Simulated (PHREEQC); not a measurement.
Make-up at 25 °C: 0.0031 mol/kgw H3PO4 and 0.0036 mol/kgw KOH. Closed to the air; pH follows from the charge balance.

Equilibrium calculation in PHREEQC: ion-association model, phreeqc.dat.

| quantity | before | after |
|---|---|---|
| pH | 6.40 | 7.54 |
| ionic strength (mol/kgw) | 0.00410 | 0.00767 |

Which change was made?
(A) KOH from 0.0036 to 0.0054 mol/kgw
(B) H3PO4 left out
(C) 3.8e-05 mol/kgw HF added
(D) temperature from 25 to 55 °C
(E) H3PO4 replaced by Na3PO4 at the same molality

A, KOH from 0.0036 to 0.0054 mol/kgw

This is a speciation only: nothing precipitates in the calculation.
